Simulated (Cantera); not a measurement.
A closed system holds: 1 mol Si2Cl6, 1.4 mol HCl, 51 mol N2, equilibrated at 1625 K and 6.75 Torr.

Cantera equilibrium calculation (NASA polynomials, part measured and part estimated; ideal gas, pure solids and liquids). Candidate condensed phases: NH4Cl, Si, Si3N4; 28 gas species. The feed counts by its element totals alone. The tables' values for SiCl3 are old estimates; treat these amounts as uncertain. Kinetics and transport are ignored.

Base state: N2 0.935, HCl 0.0256, SiCl2 0.0153, SiCl4 0.0123, SiCl3 0.00901, Cl 0.00305, H2 2.41e-5 (mole fractions); condensed: gas only.

What changes in the equilibrium state with this change: temperature from 1625 K to 1273 K?


```
species         before     after
-------------  -------  --------
N2               0.935     0.944
SiCl4           0.0123    0.0249
HCl             0.0256    0.0247
SiCl2           0.0153   0.00226
Cl             0.00305   6.19e-6
H2             2.41e-5  0.000650
SiHCl3         1.81e-6   2.62e-5
SiCl3          0.00901   0.00293
Si3N4(s), mol        0     0.127
```
N2 is the only nitrogen source here; it is nearly inert below about 1500 K, so the nitride shown seldom forms there in practice.
